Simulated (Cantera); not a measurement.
Feed: 1 mol Si3N4, 0.021 mol CO2, 93 mol H2, equilibrated at 0.133 bar.

Method: chemical equilibrium by Gibbs-energy minimisation in Cantera with the NASA 1993 tables (ideal gas, pure condensed phases). Candidate condensed phases: C, C6H6, C7H8, C8H18, H2O, Si, SiC, SiO2, Si2N2O, Si3N4; 151 gas species. Mutual solubility and eutectic melting of coexisting phases are not modelled. Gases not in the tables: Si2H6 and higher silanes. Equilibrium is a limit: real reactors are often held back by kinetics, nucleation or transport.

Question: Which condensed phases are stable at each of these points (T (K)): 1373, 1473, 1573, 1673, 1773, 1873, 1973, 2073, 2173?

Answer: 
```csv
T (K),condensed phases,Si condensed (%)
1373,SiC(s) + Si2N2O(s) + Si3N4(s),100.0
1473,SiC(s) + Si2N2O(s) + Si3N4(s),100.0
1573,Si(s) + SiC(s) + Si2N2O(s) + Si3N4(s),99.9
1673,Si(s) + SiC(s) + Si2N2O(s) + Si3N4(s),99.1
1773,Si(l) + SiC(s),98.6
1873,Si(l) + SiC(s),98.3
1973,Si(l) + SiC(s),97.6
2073,Si(l),95.2
2173,Si(l),89.4
```

From 1373 K to 1473 K the condensed part is SiC(s) + Si2N2O(s) + Si3N4(s). From 1573 K to 1673 K the condensed part is Si(s) + SiC(s) + Si2N2O(s) + Si3N4(s). From 1773 K to 1973 K the condensed part is Si(l) + SiC(s). From 2073 K to 2173 K the condensed part is Si(l).
